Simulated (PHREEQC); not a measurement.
Make-up at 25 °C: 2 mmol/kgw NH3, 0.00029 mmol/kgw H4SiO4 and 7.7 mmol/kgw KH2PO4. Closed to the air; pH follows from the charge balance.

Computed with PHREEQC (ion-association model, phreeqc.dat).

This is a speciation only: nothing precipitates in the calculation.

Problem. Predict the pH, ionic strength, specific conductance.

Solution. pH 6.61; ionic strength 0.0117 mol/kgw; specific conductance 1000 µS/cm.

Problem. In which forms is P present?

Solution. H2PO4- 74 %, HPO4-2 26 % of the P.
